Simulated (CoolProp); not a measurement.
A Linde-Hampson liquefier for nitrogen: isothermal reversible compression at 200 K from 1 atm to 15 MPa, throttling to 1 atm, return gas leaving the recuperator 0 K below the feed. Each further row changes one setting.

Model: reference Helmholtz-energy equation of state, Span 2000, in CoolProp.

```
case                        liquid yield per pass  compression work (kJ/kg of gas)
--------------------------  ---------------------  -------------------------------
as stated                                   0.202                              282
high pressure 30 MPa                        0.257                              320
warm-end temperature 230 K                  0.135                              332
warm-end gap 5 K                            0.189                              282
```
